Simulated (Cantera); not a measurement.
Dilute partial oxidation

An isothermal, constant-pressure homogeneous reactor starts with 0.501 % CH₃OH, 1.18 % O₂, 98.3 % N₂, equivalence ratio 0.64, at 1598 K and 5.90 bar.

Model: GRI-Mech 3.0 (53 species, 325 reactions), integrated in Cantera. GRI-Mech 3.0 was tuned for natural gas; its chemistry of methanol as a main component is partial and can be far from experiment.

```tsv
t (s)	x CH₃OH	x O₂	x HCN	x C₂H₄	x C₂H	x CH₂CO	x H₂
7.00e-6	0.00490	0.0118	1.07e-10	1.55e-8	<1e-12	1.99e-10	6.78e-5
4.12e-5	0.00188	0.0107	3.19e-9	1.62e-7	2.14e-12	1.15e-7	0.00282
0.000242	<1e-12	0.00495	3.50e-11	<1e-12	<1e-12	<1e-12	0.000198
0.00142	<1e-12	0.00431	<1e-12	<1e-12	<1e-12	<1e-12	2.10e-5
0.00837	<1e-12	0.00426	<1e-12	<1e-12	<1e-12	<1e-12	1.43e-6
0.0492	<1e-12	0.00426	<1e-12	<1e-12	<1e-12	<1e-12	4.16e-7
0.289	<1e-12	0.00426	<1e-12	<1e-12	<1e-12	<1e-12	4.11e-7
1.70	<1e-12	0.00426	<1e-12	<1e-12	<1e-12	<1e-12	4.11e-7
10.0	<1e-12	0.00426	<1e-12	<1e-12	<1e-12	<1e-12	4.11e-7
```
x: mole fraction; the columns are a selection and need not sum to one.

Equilibrium at this temperature and pressure: CH₃OH <1e-12, O₂ 0.00411, HCN <1e-12, C₂H₄ <1e-12, C₂H <1e-12, CH₂CO <1e-12, H₂ 4.19e-7 (gas phase only).
